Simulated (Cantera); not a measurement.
Ignition delay

Mixture: 2.02 % C3H8, 20.6 % O2, 77.4 % N2, equivalence ratio 0.49, at 3750 Torr, adiabatic and at constant pressure. Ignition delay is the time to a rise of 400 K.

Detailed kinetics in Cantera: GRI-Mech 3.0 (53 species, 325 reactions). GRI-Mech 3.0 was tuned for natural gas; its chemistry of propane as a main component is partial and can be far from experiment.

```
T0 (K)  delay (ms)
------  ----------
1275         0.622
1325         0.275
1375         0.131
1425        0.0678
1475        0.0379
1525        0.0228
1575        0.0147
1625        0.0100
1675       0.00719
```

The apparent activation energy between 1575 and 1675 K is 160 kJ/mol.
